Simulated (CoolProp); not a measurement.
The numbers come from the reference Helmholtz-energy equation of state, Zhou 2016 in CoolProp.

Q: Give the vapour pressure (bar), vapour density (kg/m³), enthalpy of vaporisation (kJ/kg), liquid cp (kJ/(kg K)) of saturated R245ca at 374.2, 376.8, 382.1 K.

A: 
| T (K) | p (bar) | vapour density (kg/m³) | enthalpy of vaporisation (kJ/kg) | liquid cp (kJ/(kg K)) |
|---|---|---|---|---|
| 374.2 | 9.53 | 50.7 | 154 | 1.56 |
| 376.8 | 10.1 | 54.0 | 152 | 1.57 |
| 382.1 | 11.4 | 61.2 | 147 | 1.59 |
